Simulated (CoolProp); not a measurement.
Saturation properties of R11 (Tc = 198.0 °C, pc = 4.408 MPa, ω = 0.189).

The numbers come from the reference Helmholtz-energy equation of state, Jacobsen 1992 in CoolProp.

```tsv
T (°C)	p (MPa)	enthalpy of vaporisation (kJ/kg)	liquid cp (kJ/(kg K))	vapour Z	surface tension (mN/m)	liquid conductivity (mW/(m K))
-49.55	0.002729	206.5	0.8264	0.9966	27.8	110
-40.15	0.005041	203.3	[?]	0.9949	26.5	107
-30.65	[?]	200.2	0.8379	0.9927	25.2	104
-21.15	0.01483	197.0	0.8440	0.9899	23.9	101
-11.65	0.02375	193.8	0.8504	0.9862	22.6	97.6
-2.15	0.03662	190.5	0.8574	0.9817	21.4	94.7
7.35	0.05458	187.2	[?]	0.9760	20.1	91.9
16.85	0.07895	183.8	0.8731	0.9692	18.9	89.1
26.25	0.1108	180.4	0.8820	0.9612	17.6	86.4
35.75	0.1523	176.8	0.8918	0.9517	16.4	83.8
45.25	0.2050	173.1	0.9025	0.9407	15.2	81.1
```

Question: Fill in the missing entries.

Answer: 
- -40.15, liquid cp (kJ/(kg K)): 0.8321
- -30.65, p (MPa): 0.008861
- 7.35, liquid cp (kJ/(kg K)): 0.8649

It boils at 23.7 °C under 1 atm.

Thermal conductivity comes from a separate model (McLinden 2000), an estimate that may be off by 10 % or more. Surface tension comes from a separate correlation (Mulero 2012).
